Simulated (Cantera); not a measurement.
A perfectly stirred reactor is fed with 21.3 % CH₄, 61.7 % CO₂, 17.0 % H₂, at 25.0 bar; it is held at 1775 K, and followed from long to short residence time.

Cantera simulation using GRI-Mech 3.0 (53 species, 325 reactions); the numbers are that mechanism's predictions, not measurements. The pressure lies above the range GRI-Mech 3.0 was tuned for (to about 10 atm).

x: mole fraction; the columns are a selection and need not sum to one.

```json
[
 {"τ (s)": "3.8", "x CH₄": "0.00297", "x CO₂": "0.104", "x H₂": "0.230", "x C₂H₆": "2.78e-7", "x H": "2.77e-5", "x OH": "1.39e-6"},
 {"τ (s)": "1.5", "x CH₄": "0.00590", "x CO₂": "0.108", "x H₂": "0.224", "x C₂H₆": "1.12e-6", "x H": "2.73e-5", "x OH": "1.42e-6"},
 {"τ (s)": "0.58", "x CH₄": "0.0105", "x CO₂": "0.115", "x H₂": "0.213", "x C₂H₆": "3.65e-6", "x H": "2.66e-5", "x OH": "1.50e-6"},
 {"τ (s)": "0.23", "x CH₄": "___", "x CO₂": "___", "x H₂": "0.197", "x C₂H₆": "___", "x H": "2.55e-5", "x OH": "1.62e-6"},
 {"τ (s)": "0.090", "x CH₄": "0.0232", "x CO₂": "0.148", "x H₂": "0.175", "x C₂H₆": "1.95e-5", "x H": "2.39e-5", "x OH": "1.81e-6"},
 {"τ (s)": "0.035", "x CH₄": "0.0312", "x CO₂": "0.179", "x H₂": "0.151", "x C₂H₆": "3.72e-5", "x H": "2.19e-5", "x OH": "2.06e-6"},
 {"τ (s)": "0.014", "x CH₄": "0.0419", "x CO₂": "0.222", "x H₂": "0.130", "x C₂H₆": "6.97e-5", "x H": "1.97e-5", "x OH": "2.25e-6"},
 {"τ (s)": "0.0055", "x CH₄": "___", "x CO₂": "___", "x H₂": "0.119", "x C₂H₆": "___", "x H": "1.79e-5", "x OH": "2.23e-6"},
 {"τ (s)": "0.0022", "x CH₄": "0.0906", "x CO₂": "0.365", "x H₂": "0.124", "x C₂H₆": "0.000264", "x H": "1.72e-5", "x OH": "1.84e-6"},
 {"τ (s)": "0.00085", "x CH₄": "0.133", "x CO₂": "0.464", "x H₂": "0.143", "x C₂H₆": "0.000439", "x H": "1.75e-5", "x OH": "1.26e-6"},
 {"τ (s)": "0.00034", "x CH₄": "0.169", "x CO₂": "0.540", "x H₂": "0.158", "x C₂H₆": "0.000588", "x H": "1.77e-5", "x OH": "8.34e-7"}
]
```

Question: Complete the blanks.

Answer: 
- 0.23, x CH₄: 0.0164
- 0.23, x CO₂: 0.127
- 0.23, x C₂H₆: 9.23e-6
- 0.0055, x CH₄: 0.0602
- 0.0055, x CO₂: 0.283
- 0.0055, x C₂H₆: 0.000139
